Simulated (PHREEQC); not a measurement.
A solution holds 1.9 mmol/kgw KF, at 20 °C. Closed to the air; pH follows from the charge balance.

All values are PHREEQC results (ion-association model, wateq4f.dat), not measurements.

Precipitation was switched off in this run.

Predict the pH.

pH 7.35.

Complexes and solids missing from the database can't appear.
